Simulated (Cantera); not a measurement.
A closed system holds: 1 mol PbO, 7 mol CO, 0.6 mol H2, at 975 K and 13300 Pa.

Method: chemical equilibrium by Gibbs-energy minimisation in Cantera with the NASA 1993 tables (ideal gas, pure condensed phases). Candidate condensed phases: C, C6H6, C7H8, C8H18, H2O, Pb, PbO, PbO2, Pb3O4; 113 gas species. Kinetics and transport are ignored.

What is the equilibrium state?


- x(CO) = 0.796
- x(CO2) = 0.125
- x(H2) = 0.0718
- x(H2O) = 0.00703
- x(Pb) = 6.88e-5
- x(CH4) = 5.63e-5
- n(Pb(l)) = 0.999 mol
- gas amount = 7.600 mol
- log10 activity of C(graphite) (absent) = -0.19
- log10 activity of PbO2(s) (absent) = -18.34
